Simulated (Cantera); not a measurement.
A perfectly stirred reactor is fed with CH₄ : H₂O = 1 : 0.36 (molar parts), at 500000 Pa; it is held at 1525 K, and followed from long to short residence time.

Detailed kinetics in Cantera: GRI-Mech 3.0 (53 species, 325 reactions). GRI-Mech 3.0 stops at C3 and has no aromatics, soot or wall deposition, so with more carbon than oxygen in the feed, carbon stays in small species such as C2H2 where larger ones or solid carbon would form.

### Question
What does this change do: temperature 1525 to 2000 K?

### Answer
| quantity | before | after |
|---|---|---|
| x(CH₄) at τ = 0.960 s | 0.280 | 0.0166 |
| x(H₂O) at τ = 0.960 s | 0.166 | 0.00158 |
| x(HO₂) at τ = 0.960 s | <1e-12 | <1e-12 |
| x(H₂) at τ = 0.960 s | 0.407 | 0.735 |
| x(CH₃) at τ = 0.960 s | 8.93e-5 | 0.000280 |
| x(CH₄) at τ = 62.0 ms | 0.466 | 0.0243 |
| x(H₂O) at τ = 62.0 ms | 0.225 | 0.0196 |
| x(HO₂) at τ = 62.0 ms | <1e-12 | <1e-12 |
| x(H₂) at τ = 62.0 ms | 0.226 | 0.716 |
| x(CH₃) at τ = 62.0 ms | 0.000128 | 0.000412 |

### Question
What does this change do: temperature 1525 to 1250 K?

### Answer
```csv
quantity,before,after
x(CH₄) at τ = 0.960 s,0.280,0.729
x(H₂O) at τ = 0.960 s,0.166,0.264
x(HO₂) at τ = 0.960 s,<1e-12,<1e-12
x(H₂) at τ = 0.960 s,0.407,0.00476
x(CH₃) at τ = 0.960 s,8.93e-5,3.70e-6
x(CH₄) at τ = 62.0 ms,0.466,0.735
x(H₂O) at τ = 62.0 ms,0.225,0.265
x(HO₂) at τ = 62.0 ms,<1e-12,<1e-12
x(H₂) at τ = 62.0 ms,0.226,0.000179
x(CH₃) at τ = 62.0 ms,0.000128,2.82e-6
```

### Question
What does this change do: pressure from 500000 Pa to 13300 Pa?

### Answer
```tsv
quantity	before	after
x(CH₄) at τ = 0.960 s	0.280	0.347
x(H₂O) at τ = 0.960 s	0.166	0.201
x(HO₂) at τ = 0.960 s	<1e-12	<1e-12
x(H₂) at τ = 0.960 s	0.407	0.338
x(CH₃) at τ = 0.960 s	8.93e-5	0.000392
x(CH₄) at τ = 62.0 ms	0.466	0.654
x(H₂O) at τ = 62.0 ms	0.225	0.254
x(HO₂) at τ = 62.0 ms	<1e-12	<1e-12
x(H₂) at τ = 62.0 ms	0.226	0.0663
x(CH₃) at τ = 62.0 ms	0.000128	0.000782
```
